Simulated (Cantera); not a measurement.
Feed: 1 mol Si, 0.045 mol H2O, 79 mol H2, equilibrated at 5.00 Pa.

Equilibrium computed with Cantera from the NASA thermochemical tables; the gas is ideal and each condensed phase is pure. Candidate condensed phases: H2O, Si, SiO2; 18 gas species. Gases not in the tables: Si2H6 and higher silanes. The numbers say what is thermodynamically allowed, not how fast it happens. All values below are at 1425 °C.

Base state: H2 0.968, H 0.0201, Si 0.0116, SiO 0.000557, SiH 0.000125, Si2 4.43e-5, SiH2 1.19e-5 (mole fractions); condensed: gas only.

Task: What changes in the equilibrium state with this change: H2O from 0.045 to 4.5 mol?

Result: 
```csv
species,before,after
H2,0.968,0.928
H2O,<1e-9,0.0410
H,0.0201,0.0197
Si,0.0116,<1e-9
SiO,0.000557,0.0117
SiH,0.000125,<1e-9
OH,<1e-9,4.47e-5
Si2,4.43e-5,<1e-9
SiH2,1.19e-5,<1e-9
```
